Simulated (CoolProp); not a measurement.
Computed with CoolProp (reference Helmholtz-energy equation of state, Thol 2015).

### Question
For octamethylcyclotetrasiloxane (D4), give the phase and the cp (kJ/(kg K)), cv (kJ/(kg K)), isothermal compressibility (1/MPa) at 546.7 K and 5.29 bar.

### Answer
- 546.7 K and 5.29 bar: gas; cp 1.99, cv 1.90, isothermal compressibility 2.55
